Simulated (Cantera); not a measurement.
What does this Cantera script print?

```python
import numpy as np
import cantera as ct

gas_names = """
    N2 N2O
""".split()
cond_names = """
    V2O5(s) V2O5(L) VN(s)
""".split()


# ... load() reads the species with a 1 bar reference pressure and builds the phases ...
species = {s.name: s for s in load("nasa_gas.yaml", gas_names) + load("nasa_condensed.yaml", cond_names)}
# Each term lists the table entries of one substance; the one whose range holds T is used.
reactions = {
    'V2O5 + 6 N2(g) = 2 VN + 5 N2O(g)':
        [(-1, ['V2O5(s)', 'V2O5(L)']), (-6, ['N2']), (2, ['VN(s)']), (5, ['N2O'])],
}


def pick(names, T):
    return next(species[n] for n in names if species[n].thermo.min_temp <= T <= species[n].thermo.max_temp)


results = []
for label, terms in reactions.items():
    print(label)
    print("     T/K   dH/kJ  dS/(J/K)   dG/kJ   log10 K")
    for T in [300, 1248, 1298, 1348, 1398, 1448, 1498, 1548, 1598, 1648, 1698]:
        used = [(nu, pick(names, T)) for nu, names in terms]
        dH = sum(nu * s.thermo.h(T) for nu, s in used) / 1e6
        dS = sum(nu * s.thermo.s(T) for nu, s in used) / 1e3
        dG = dH - T * dS / 1e3
        logK = -dG * 1e6 / (ct.gas_constant * T * np.log(10))
        results.append((label, T, dH, dS, dG, logK, [s.name for _, s in used]))
        print(f"{T:8g} {dH:8.1f} {dS:8.1f} {dG:8.1f} {logK:8.2f}")
```

Result:

```
V2O5 + 6 N2(g) = 2 VN + 5 N2O(g)
     T/K   dH/kJ  dS/(J/K)   dG/kJ   log10 K
     300   1524.2   -105.9   1556.0  -270.92
    1248   1452.2   -192.2   1692.0   -70.82
    1298   1452.5   -191.9   1701.6   -68.48
    1348   1452.9   -191.6   1711.2   -66.31
    1398   1453.4   -191.2   1720.8   -64.29
    1448   1454.0   -190.8   1730.3   -62.42
    1498   1454.6   -190.4   1739.9   -60.67
    1548   1455.4   -189.9   1749.4   -59.03
    1598   1456.2   -189.4   1758.8   -57.49
    1648   1457.0   -188.9   1768.3   -56.05
    1698   1458.0   -188.3   1777.7   -54.69
```

Standard-state values (1 bar) from the NASA 1993 polynomials, evaluated with Cantera. VN: taken at fixed stoichiometry. Condensed species are held in their standard states even where they would react or evaporate.
